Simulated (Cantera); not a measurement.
Charge: 1 mol Si, 1.3 mol N₂O, 880 mol H₂, at 0.000470 bar.

These are equilibrium values from Cantera (NASA tables, ideal gas, pure condensed phases), not measurements of a reactor. Candidate condensed phases: H₂O, Si, SiO₂, Si₂N₂O, Si₃N₄; 35 gas species. The tables hold silica as quartz up to 1696 K and as liquid above; real silica turns to tridymite and cristobalite and melts near 1996 K. The numbers say what is thermodynamically allowed, not how fast it happens.

Question: At 1400 K, list the 5 most abundant gas species with their mole fractions, and the condensed phases.

Answer: H₂ 0.997, N₂ 0.00147, SiO 0.000963, H 0.000224, H₂O 0.000169. Condensed: SiO₂(β-quartz).
